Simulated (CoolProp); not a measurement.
Vapour-liquid equilibrium of CH2F2 (R32) (1) + 1-butene (2) at 42.75 °C; x and y are mole fractions of (1).

Values from CoolProp's multi-fluid Helmholtz-energy mixture model, Tillner-Roth 1997 and Lemmon 2005; pair parameters Bell 2016.

**Question.** Give the bubble pressure and the first vapour's composition at x = 0.25, 0.55, 0.85. Is there an azeotrope?

**Answer.** x = 0.25: 1.966 MPa, y = 0.722; x = 0.55: 2.446 MPa, y = 0.787; x = 0.85: 2.689 MPa, y = 0.873. y crosses x between x = 0.85 and 0.95: the model has an azeotrope there.

The pair parameters rest on a limited set of measurements; away from them the model extrapolates. With so large a gap from Raoult's law the liquid may split in two, which this calculation doesn't test in full.
